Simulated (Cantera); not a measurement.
## Carbon deposition, reforming and gasification: acetone + H2O + H2 + CO2

Feed: 1 mol acetone, 0.4 mol H2O, 14 mol H2, 0.037 mol CO2, at 1000 Pa.

Equilibrium computed with Cantera from the NASA thermochemical tables; the gas is ideal and each condensed phase is pure. Candidate condensed phases: C, C6H6, C7H8, C8H18, H2O; 110 gas species. The feed counts by its element totals alone. The numbers say what is thermodynamically allowed, not how fast it happens.

From 650 K to 2250 K the condensed part is C(graphite). The main C-bearing gas is CH4 at 650 K and CO at 2250 K. The share of C in condensed phases is highest at 850 K (51.8 %) and lowest at 650 K (19.1 %).

```tsv
T (K)	x H2	x CH4	x H2O	x CO	x H	x CO2	n C(graphite)
650	0.760	0.150	0.0792	0.00408	<1e-12	0.00663	0.580
850	0.917	0.00523	0.00466	0.0721	1.96e-10	0.00112	1.57
1050	0.921	0.000486	0.000130	0.0780	7.79e-8	1.30e-5	1.56
1250	0.922	9.34e-5	1.08e-5	0.0781	4.64e-6	5.87e-7	1.56
1450	0.922	2.81e-5	1.80e-6	0.0781	9.08e-5	6.40e-8	1.56
1650	0.921	1.13e-5	4.63e-7	0.0781	0.000872	1.22e-8	1.56
1850	0.917	5.50e-6	1.60e-7	0.0779	0.00516	3.38e-9	1.55
2050	0.900	3.02e-6	6.71e-8	0.0773	0.0215	1.21e-9	1.53
2250	0.853	1.72e-6	3.13e-8	0.0754	0.0686	5.08e-10	1.45
```
x: gas mole fraction; n: condensed amount in mol.
